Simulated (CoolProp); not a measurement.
A simple Rankine cycle with isobutene: condensing at 303.15 K, boiler at 1.23 MPa, turbine inlet 355.4 K, turbine efficiency 0.9, pump efficiency 0.6, no recuperator. Each further row changes one setting.

The numbers come from the reference Helmholtz-energy equation of state, Lemmon 2005 in CoolProp. It is a short technical equation, of lower accuracy than the large ones.

| case | thermal efficiency (%) | net work (kJ/kg) | heat in (kJ/kg) | turbine exit temperature (K) | volume ratio over the turbine |
|---|---|---|---|---|---|
| as stated | 10.7 | 44.5 | 415 | 313.0 | 3.60 |
| turbine inlet 375.4 K | 10.7 | 49.3 | 460 | 334.8 | 3.51 |
| condensing temperature 295.15 K | 12.3 | 53.3 | 434 | 306.0 | 4.55 |
| boiler pressure 0.861 MPa | 8.0 | 34.6 | 431 | 327.2 | 2.43 |
| turbine efficiency 0.8 | 9.5 | 39.3 | 415 | 315.9 | 3.65 |
